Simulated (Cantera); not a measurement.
Input: 1 mol Al, 7.5 mol N2O, 1.5 mol H2, held at 725 °C and 0.133 bar.

Method: chemical equilibrium by Gibbs-energy minimisation in Cantera with the NASA 1993 tables (ideal gas, pure condensed phases). Candidate condensed phases: Al, AlN, Al2O3, H2O; 35 gas species. The numbers say what is thermodynamically allowed, not how fast it happens.

Base state: N2 0.667, O2 0.200, H2O 0.133, NO 2.75e-5 (mole fractions); condensed: Al2O3(s).

Q: What changes in the equilibrium state with this change: H2 from 1.5 to 15 mol?

A: 
```
species         before    after
-------------  -------  -------
H2               <1e-9    0.400
N2               0.667    0.333
H2O              0.133    0.267
O2               0.200    <1e-9
NO             2.75e-5    <1e-9
NH3              <1e-9  1.15e-5
Al2O3(s), mol    0.500    0.500
```
